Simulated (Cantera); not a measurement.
Charge: 1 mol trisilylamine, 0.81 mol NH₃, equilibrated at 552 °C and 1.00 bar.

These are equilibrium values from Cantera (NASA tables, ideal gas, pure condensed phases), not measurements of a reactor. Candidate condensed phases: Si, Si₃N₄; 18 gas species. The feed counts by its element totals alone. The numbers say what is thermodynamically allowed, not how fast it happens.

Base state: H₂ 1.00 (mole fractions); condensed: Si(s) + Si₃N₄(s).

What changes in the equilibrium state with this change: temperature from 552 °C to 1825 °C?


```csv
species,before,after
H₂,1.00,0.860
N₂,<1e-9,0.136
H,<1e-9,0.00285
SiH₂,<1e-9,0.000155
Si,<1e-9,0.000131
SiH,<1e-9,6.60e-5
Si₂N,<1e-9,1.21e-5
SiN,<1e-9,1.01e-5
"Si(s), mol",1.64,0
"Si₃N₄(s), mol",0.453,0
"Si(l), mol",0,3.00
```
The tables' values for SiN are old estimates; treat these amounts as uncertain. Gases not in the tables: Si₂H₆ and higher silanes.
